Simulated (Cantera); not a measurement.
# Equilibrium for metals in furnace atmospheres: Pb + NH₃ + N₂

Charge: 1 mol Pb, 1 mol NH₃, 2.5 mol N₂, at 925 K and 0.133 bar.

These are equilibrium values from Cantera (NASA tables, ideal gas, pure condensed phases), not measurements of a reactor. Candidate condensed phases: Pb; 11 gas species. Kinetics and transport are ignored.

| Item | Result |
|---|---|
| x(N₂) | 0.667 |
| x(H₂) | 0.333 |
| x(NH₃) | 2.08e-5 |
| x(Pb) | 2.00e-5 |
| n(Pb(l)) | 1.000 mol |
| gas amount | 4.500 mol |
